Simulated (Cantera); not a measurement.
# Reactions in the system Cu-N-O

Cantera with NASA thermochemical tables; ideal gases at 1 bar, condensed phases pure. Values are per mole of reaction as written; species without (g) are pure solids or liquids, kept so even where they would boil at 1 bar.

N₂O(g) + 2 Cu = 2 N(g) + Cu₂O

| T (K) | ΔH° (kJ) | ΔS° (J/K) | ΔG° (kJ) | log10 K | condensed phases |
|---|---|---|---|---|---|
| 300 | 693.1 | 112.8 | 659.2 | -114.78 | Cu(s), Cu₂O(s) |
| 2100 | 755.1 | 162.1 | 414.6 | -10.31 | Cu(l), Cu₂O(l) |
| 2300 | 757.9 | 163.4 | 382.1 | -8.68 | Cu(l), Cu₂O(l) |
| 2500 | 760.6 | 164.5 | 349.3 | -7.30 | Cu(l), Cu₂O(l) |
| 2700 | 763.2 | 165.5 | 316.3 | -6.12 | Cu(l), Cu₂O(l) |
| 2900 | 765.9 | 166.5 | 283.1 | -5.10 | Cu(l), Cu₂O(l) |
